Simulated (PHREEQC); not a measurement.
Dissolve 0.026 mol/kgw SrCl2 at 25 °C. Closed to the air; pH follows from the charge balance.

Equilibrium calculation in PHREEQC: ion-association model, phreeqc.dat.

This is a speciation only: nothing precipitates in the calculation.

Problem. Predict the specific conductance, density.

Solution. specific conductance 5590 µS/cm; density 1.001 g/cm³.
